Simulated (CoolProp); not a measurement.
Carbon monoxide along the isobar 94.3 bar: density (kg/m³) from the reference equation and from simpler models built on Tc = 132.9 K, pc = 34.98 bar, ω = 0.050; each cubic takes its own stable root.

The numbers come from the reference Helmholtz-energy equation of state, Lemmon 2006 in CoolProp. It is a short technical equation, of lower accuracy than the large ones.

```csv
T (K),phase,reference
102,liquid,731.3
145.2,supercritical,485.3
188.5,supercritical,222.0
231.7,supercritical,150.8
275,supercritical,118.7
318.2,supercritical,99.29
361.4,supercritical,85.95
404.7,supercritical,76.04
447.9,supercritical,68.36
```

Task: How far does each simpler model (van der Waals, Soave-Redlich-Kwong) lie from the reference over these 9 states: mean and median of the absolute difference, and the worst?

Result: 
- van der Waals: mean 8.7 %, median 5.1 %, worst -28.2 % at 102 K and 94.3 bar
- Soave-Redlich-Kwong: mean 1.9 %, median 1.3 %, worst -6.2 % at 145.2 K and 94.3 bar
